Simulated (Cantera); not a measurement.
# Diamond growth

A diamond (100) surface in a fixed gas of H2 with x(CH4) = 0.0066, x(H) = 0.0034, at 1100 K, 0.0405 atm; coverages are run to steady state.

Computed with Cantera and the Harris–Goodwin 1993 mechanism for the reconstructed diamond (100) surface.

```tsv
x(CH3)	growth (µm/h)	θ c6HH	θ c6H*	θ c6*H	θ c6**	θ c6HM
1e-06	0.0197	0.514	0.0278	0.440	0.0177	6.40e-5
2.3e-06	0.0454	0.514	0.0278	0.440	0.0177	0.000147
5.2e-06	0.103	0.514	0.0278	0.440	0.0177	0.000333
1.2e-05	0.236	0.514	0.0278	0.440	0.0177	0.000767
2.7e-05	0.531	0.513	0.0277	0.439	0.0176	0.00172
6.2e-05	1.21	0.511	0.0276	0.438	0.0175	0.00394
0.00014	2.71	0.508	0.0274	0.434	0.0173	0.00881
0.00032	6.06	0.499	0.0269	0.427	0.0168	0.0197
0.00074	13.3	0.482	0.0259	0.410	0.0157	0.0434
```
θ: site fractions in the mechanism's names (c6HH fully hydrogenated, c6H* and c6*H radical sites, c6** diradical, c6HM methylated).
